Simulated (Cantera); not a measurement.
# Ignition delay

Mixture: H2 : O2 : N2 = 1 : 1.14 : 4.27 (molar parts), equivalence ratio 0.44, at 0.600 bar, adiabatic and at constant volume. Ignition delay is the time to a rise of 400 K.

Model: the H2/O2 subset of GRI-Mech 3.0, which has no nitrogen chemistry, integrated in Cantera. Where the delays flatten at high temperature, the 400 K rule measures the pace of heat release, not the induction time.

```json
[
 {"T0 (K)": "1173", "delay (ms)": "0.0950"},
 {"T0 (K)": "1273", "delay (ms)": "0.0641"},
 {"T0 (K)": "1373", "delay (ms)": "0.0503"},
 {"T0 (K)": "1473", "delay (ms)": "0.0450"},
 {"T0 (K)": "1573", "delay (ms)": "0.0445"},
 {"T0 (K)": "1673", "delay (ms)": "0.0475"},
 {"T0 (K)": "1773", "delay (ms)": "0.0531"}
]
```
